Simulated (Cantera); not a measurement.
**Thermodynamics of hydrogen reduction and annealing atmospheres, feed Ta2O5 + H2**

Charge: 1 mol Ta2O5, 1.1 mol H2, equilibrated at 1 atm.

Equilibrium computed with Cantera from the NASA thermochemical tables; the gas is ideal and each condensed phase is pure. Candidate condensed phases: H2O, Ta, Ta2O5; 12 gas species. Mutual solubility and eutectic melting of coexisting phases are not modelled. Condensed phases not in the tables: N, O or C dissolved in the metal. The numbers say what is thermodynamically allowed, not how fast it happens.

| T (°C) | x H2 | x H | x H2O | x TaO2 | x TaO | x OH | x O | n Ta(s) | n Ta2O5(s) | n Ta2O5(l) |
|---|---|---|---|---|---|---|---|---|---|---|
| 1702 | 0.997 | 0.00136 | 0.00163 | 6.68e-7 | 1.28e-7 | 2.12e-7 | 2.12e-10 | 0.000719 | 1.000 | 0 |
| 1727 | 0.997 | 0.00161 | 0.00182 | 1.04e-6 | 1.99e-7 | 2.95e-7 | 3.49e-10 | 0.000803 | 1.000 | 0 |
| 1752 | 0.996 | 0.00191 | 0.00203 | 1.59e-6 | 3.04e-7 | 4.07e-7 | 5.66e-10 | 0.000894 | 1.000 | 0 |
| 1777 | 0.995 | 0.00225 | 0.00225 | 2.42e-6 | 4.62e-7 | 5.57e-7 | 9.07e-10 | 0.000993 | 1.000 | 0 |
| 1802 | 0.995 | 0.00264 | 0.00247 | 3.56e-6 | 6.85e-7 | 7.47e-7 | 1.42e-9 | 0.00109 | 0 | 0.999 |
| 1827 | 0.994 | 0.00309 | 0.00268 | 5.12e-6 | 1.00e-6 | 9.90e-7 | 2.19e-9 | 0.00118 | 0 | 0.999 |
| 1852 | 0.993 | 0.00360 | 0.00290 | 7.30e-6 | 1.45e-6 | 1.30e-6 | 3.34e-9 | 0.00128 | 0 | 0.999 |
x: gas mole fraction; n: condensed amount in mol.

From 1702 °C to 1777 °C the condensed part is Ta(s) + Ta2O5(s). From 1802 °C to 1852 °C the condensed part is Ta(s) + Ta2O5(l). The main Ta-bearing gas is TaO2 throughout.
